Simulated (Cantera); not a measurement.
A perfectly stirred reactor is fed with 40.0 % NH3, 60.0 % H2, at 0.0133 bar; it is held at 2025 K, and followed from long to short residence time.

Detailed kinetics in Cantera: the gas-phase N/H chemistry of the illustrative SiF4/NH3 mechanism in the Surface Chemkin manual (1991). Walls and surfaces, which speed up NH3 decomposition in real reactors, are not modelled.

x: mole fraction; the columns are a selection and need not sum to one.

| τ (s) | x NH3 | x H2 | x N2 | x N2H2 | x N2H4 | x NH2 |
|---|---|---|---|---|---|---|
| 4.1 | 0.0887 | 0.799 | 0.111 | 6.89e-7 | 5.85e-10 | 0.000340 |
| 2.0 | 0.144 | 0.764 | 0.0912 | 1.24e-6 | 1.14e-9 | 0.000476 |
| 1.0 | 0.209 | 0.722 | 0.0680 | 1.97e-6 | 1.91e-9 | 0.000615 |
| 0.49 | 0.274 | 0.680 | 0.0445 | 2.77e-6 | 2.78e-9 | 0.000741 |
| 0.24 | 0.327 | 0.646 | 0.0258 | 3.42e-6 | 3.49e-9 | 0.000831 |
| 0.12 | 0.360 | 0.625 | 0.0138 | 3.77e-6 | 3.89e-9 | 0.000877 |
| 0.058 | 0.380 | 0.612 | ___ | 3.77e-6 | 3.97e-9 | 0.000886 |
| 0.028 | 0.391 | 0.605 | 0.00275 | 3.34e-6 | 3.64e-9 | 0.000849 |
| 0.014 | 0.396 | 0.602 | ___ | ___ | ___ | ___ |
| 0.0068 | 0.399 | 0.600 | 0.000212 | 1.13e-6 | 1.56e-9 | 0.000555 |
| 0.0034 | 0.399 | 0.600 | 2.65e-5 | 2.99e-7 | 5.30e-10 | 0.000324 |

Task: Some entries are withheld; supply them.

Result: 
- 0.058, x N2: 0.00655
- 0.014, x N2: 0.000982
- 0.014, x N2H2: 2.44e-6
- 0.014, x N2H4: 2.86e-9
- 0.014, x NH2: 0.000752
